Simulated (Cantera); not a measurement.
Feed: 1 mol CH₄, 3.3 mol CO₂, 0.38 mol H₂, at 1675 °C and 4200 Torr.

Cantera equilibrium calculation (NASA polynomials, part measured and part estimated; ideal gas, pure solids and liquids). Candidate condensed phases: C, C₆H₆, C₇H₈, C₈H₁₈, H₂O; 110 gas species. The numbers say what is thermodynamically allowed, not how fast it happens.

Base state: CO 0.499, H₂O 0.200, H₂ 0.157, CO₂ 0.145, H 0.000189, OH 2.18e-5 (mole fractions); condensed: gas only.

Question: What changes in the equilibrium state with this change: temperature from 1675 °C to 2775 °C?

Answer: 
```
species    before    after
-------  --------  -------
CO          0.499    0.515
H₂O         0.200    0.203
H₂          0.157    0.123
CO₂         0.145    0.113
H        0.000189   0.0271
OH        2.18e-5   0.0153
O₂        1.08e-8  0.00133
O         1.95e-8  0.00205
```
